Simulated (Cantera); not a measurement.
An isothermal plug-flow reactor at 950 K and 4.93 atm (inlet), inlet velocity 0.65 m/s, active area per volume 630 1/m; feed H2 : O2 : N2 : H2O = 0.0022 : 0.019 : 0.79 : 0.0082 (molar parts), equivalence ratio 0.058.

Model: Deutschmann's 1995 Pt surface mechanism with GRI-Mech 3.0 gas chemistry, integrated in Cantera. Catalytic surfaces can have several steady states; this one follows from the mechanism file's or the stated starting coverage. Mass transfer to the wall is taken as infinitely fast.

Question: What does this change do: temperature 950 to 575 K?

Answer: 
| quantity | before | after |
|---|---|---|
| x(H2) at z = 0.028 m | 1.58e-11 | 1.68e-5 |
| x(O2) at z = 0.028 m | 0.0219 | 0.0219 |
| x(H2O) at z = 0.028 m | 0.0127 | 0.0127 |
| θ(free Pt) at the exit | 0.142 | 0.00134 |
| θ(O*) at the exit | 0.854 | 0.994 |
| θ(OH*) at the exit | 0.00474 | 0.00503 |
